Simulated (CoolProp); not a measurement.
A Linde-Hampson liquefier for dry air: isothermal reversible compression at 300 K from 1 atm to 20 MPa, throttling to 1 atm, return gas leaving the recuperator 2 K below the feed. Each further row changes one setting.

Computed with CoolProp (reference Helmholtz-energy equation of state, Lemmon 2000). It is a pseudo-pure fit of the blend.

| case | liquid yield per pass | compression work (kJ/kg of gas) |
|---|---|---|
| as stated | 0.076 | 454 |
| high pressure 40 MPa | 0.101 | 520 |
| warm-end temperature 330 K | 0.056 | 502 |
| warm-end gap 7 K | 0.065 | 454 |
